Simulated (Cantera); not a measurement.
Reactions in the system B-F-O

Standard-state values (1 bar) from the NASA 1993 polynomials, evaluated with Cantera. Values are per mole of reaction as written; species without (g) are pure solids or liquids, kept so even where they would boil at 1 bar.

B3O3F3(g) → 3 F(g) + 3 B + 3 O(g)

```
T (K)  ΔH° (kJ)  ΔS° (J/K)  ΔG° (kJ)  log10 K
-----  --------  ---------  --------  -------
950      3369.7      672.3    2730.9  -150.16
975      3370.0      672.7    2714.1  -145.40
1000     3370.3      673.0    2697.3  -140.89
1025     3370.7      673.4    2680.5  -136.60
1050     3371.0      673.7    2663.6  -132.51
1075     3371.3      674.0    2646.8  -128.61
1100     3371.7      674.3    2629.9  -124.88
```
